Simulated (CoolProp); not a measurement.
Vapour-liquid equilibrium of R125 (1) + R143a (2) at 18.1 bar; x and y are mole fractions of (1).

The numbers come from the multi-fluid Helmholtz-energy mixture model, Lemmon 2005 and Lemmon and Jacobsen 2000; pair parameters Lemmon 2004 in CoolProp.

| x | bubble temperature, mixture model (K) | bubble temperature, Raoult's law (K) | y, mixture model | y, Raoult's law |
|---|---|---|---|---|
| 0.05 | 312.6 | 312.5 | 0.051 | 0.055 |
| 0.125 | 312.5 | 312.2 | 0.127 | 0.135 |
| 0.2 | 312.4 | 311.9 | 0.205 | 0.215 |
| 0.275 | 312.2 | 311.6 | 0.282 | 0.294 |
| 0.35 | 312.0 | 311.3 | 0.359 | 0.371 |
| 0.425 | 311.8 | 311.0 | 0.437 | 0.448 |
| 0.5 | 311.5 | 310.7 | 0.513 | 0.523 |
| 0.575 | 311.2 | 310.4 | 0.590 | 0.597 |
| 0.65 | 310.8 | 310.1 | 0.665 | 0.671 |
| 0.725 | 310.5 | 309.9 | 0.740 | 0.743 |
| 0.8 | 310.1 | 309.6 | 0.813 | 0.814 |
| 0.875 | 309.6 | 309.3 | 0.884 | 0.885 |
| 0.95 | 309.2 | 309.0 | 0.954 | 0.954 |

The largest gap from Raoult's law is +0.8 K in bubble temperature, at x = 0.5. No azeotrope shows between x = 0.05 and 0.95.

Pair parameters are fitted to limited data, so mixtures are less certain than the pure fluids.
